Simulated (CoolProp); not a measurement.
The fluoroketone C6F12O (FK-5-1-12) along the isotherm 461 K: fugacity coefficient from the reference equation and from simpler models built on Tc = 441.8 K, pc = 18.69 bar, ω = 0.471; each cubic takes its own stable root.

Model: reference Helmholtz-energy equation of state, McLinden 2015, in CoolProp.

```
p (bar)          phase  reference
-------  -------------  ---------
1.87               gas     0.9704
3.74               gas     0.9412
5.61               gas     0.9124
7.48               gas     0.8840
9.35               gas     0.8559
11.2               gas     0.8283
13.1               gas     0.8001
15                 gas     0.7720
16.8               gas     0.7454
18.7     supercritical     0.7172
20.6     supercritical     0.6888
22.4     supercritical     0.6614
24.3     supercritical     0.6320
26.2     supercritical     0.6024
28       supercritical     0.5758
```

Problem. How far does each simpler model (van der Waals, Redlich-Kwong, Soave-Redlich-Kwong, Peng-Robinson) lie from the reference over these 15 states: mean and median of the absolute difference, and the worst?

Solution. 
- van der Waals: mean 1.3 %, median 1.3 %, worst +2.0 % at 461 K and 18.7 bar
- Redlich-Kwong: mean 0.7 %, median 0.5 %, worst -1.8 % at 461 K and 26.2 bar
- Soave-Redlich-Kwong: mean 0.9 %, median 0.7 %, worst +2.4 % at 461 K and 28 bar
- Peng-Robinson: mean 1.8 %, median 2.1 %, worst -2.6 % at 461 K and 22.4 bar
